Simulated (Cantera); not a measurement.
What does this Cantera script print?

```python
import numpy as np
import cantera as ct

gas = ct.Solution("h2o2.yaml")
gas.TPX = 550, 101325, {'H2': 1, 'O2': 0.543, 'N2': 2.04, 'H2O': 0.27}
flame = ct.FreeFlame(gas, width=0.04)
flame.set_refine_criteria(ratio=3, slope=0.08, curve=0.16)
flame.transport_model = "mixture-averaged"
flame.solve(loglevel=0, auto=True)
z, T = flame.grid, flame.T
thick = (T[-1] - T[0]) / np.gradient(T, z).max()
show = ['H2', 'O2', 'H2O', 'H', 'OH', 'HO2']
print(f"laminar burning velocity  {flame.velocity[0] * 100:.3f} cm/s")
print(f"burnt temperature         {T[-1]:.1f} K")
print(f"thermal thickness         {thick * 1e3:.4f} mm")
print(f"grid points               {len(z)}")
z0 = z[flame.heat_release_rate.argmax()]
print(f"{'z/mm':>9s}{'T/K':>9s}{'u/(m/s)':>9s}" + "".join(f"{s:>11s}" for s in show))
rows = []
for k in (-3, -2, -1.5, -1, -0.5, -0.25, 0, 0.25, 0.5, 1, 2, 4, 8):
    zz = z0 + k * thick
    rows.append([k * thick, np.interp(zz, z, T), np.interp(zz, z, flame.velocity),
                 *(np.interp(zz, z, flame.X[gas.species_index(s)]) for s in show)])
    print(f"{rows[-1][0] * 1e3:9.3f}{rows[-1][1]:9.1f}{rows[-1][2]:9.3f}" + "".join(f"{x:11.3e}" for x in rows[-1][3:]))
```

It prints:

```
laminar burning velocity  511.106 cm/s
burnt temperature         2328.7 K
thermal thickness         0.4132 mm
grid points               113
     z/mm      T/K  u/(m/s)         H2         O2        H2O          H         OH        HO2
   -1.240    550.0    5.111  2.595e-01  1.409e-01  7.008e-02  8.667e-16  6.045e-16  2.490e-12
   -0.826    550.0    5.111  2.595e-01  1.409e-01  7.008e-02  6.678e-14  4.602e-14  1.443e-10
   -0.620    550.0    5.111  2.595e-01  1.409e-01  7.008e-02  4.017e-12  2.141e-12  5.254e-09
   -0.413    550.1    5.110  2.593e-01  1.410e-01  7.011e-02  1.457e-09  1.586e-10  3.597e-07
   -0.207    562.4    5.186  2.529e-01  1.418e-01  7.123e-02  2.484e-05  1.345e-05  1.766e-04
   -0.103    763.8    6.855  2.192e-01  1.378e-01  9.098e-02  2.596e-03  7.691e-04  3.383e-04
    0.000   1191.8   10.357  1.364e-01  1.057e-01  1.669e-01  2.057e-02  2.788e-03  1.308e-04
    0.103   1498.9   12.864  6.372e-02  5.736e-02  2.536e-01  3.628e-02  8.478e-03  5.610e-05
    0.207   1654.6   14.111  4.223e-02  3.890e-02  2.852e-01  3.499e-02  1.238e-02  3.276e-05
    0.413   1811.4   15.310  3.606e-02  3.176e-02  3.011e-01  2.590e-02  1.482e-02  2.147e-05
    0.826   1962.5   16.419  3.131e-02  2.735e-02  3.151e-01  1.652e-02  1.555e-02  1.402e-05
    1.653   2093.3   17.346  2.497e-02  2.337e-02  3.297e-01  9.489e-03  1.477e-02  8.686e-06
    3.306   2198.8   18.071  1.812e-02  1.995e-02  3.432e-01  4.877e-03  1.286e-02  5.241e-06
```

Computed with Cantera and the H2/O2 subset of GRI-Mech 3.0, which has no nitrogen chemistry. Burning velocities carry a grid error of a few per cent, more on coarse grids.
